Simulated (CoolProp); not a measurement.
Vapour pressure (MPa) of n-perfluoropentane: the reference equation beside estimates from Tc = 421.0 K, pc = 2.063 MPa, ω = 0.436.

The numbers come from the reference Helmholtz-energy equation of state, Gao 2022 in CoolProp.

```csv
T (K),reference,Lee-Kesler,van der Waals,Redlich-Kwong,Peng-Robinson
240.5,0.004966,0.004887,0.1342,0.02474,0.005225
251.6,0.009768,0.009643,0.1751,0.04051,0.01012
262.7,0.01791,0.01775,0.2239,0.06302,0.01833
273.7,0.03079,0.03063,0.2805,0.09354,0.03123
284.8,0.05050,0.05040,0.3466,0.1343,0.05088
295.9,0.07918,0.07923,0.4222,0.1867,0.07940
306.9,0.1189,0.1192,0.5070,0.2517,0.1189
318,0.1733,0.1740,0.6030,0.3323,0.1731
329.1,0.2450,0.2462,0.7100,0.4294,0.2448
340.1,0.3365,0.3382,0.8272,0.5436,0.3366
351.2,0.4530,0.4553,0.9571,0.6783,0.4541
362.3,0.5978,0.6007,1.099,0.8342,0.6007
```

Absolute difference from the reference over all 12 rows, mean and median: Lee-Kesler 0.6 and 0.5 %, van der Waals 698.4 and 379.8 %, Redlich-Kwong 158.3 and 123.7 %, Peng-Robinson 1.2 and 0.4 %.
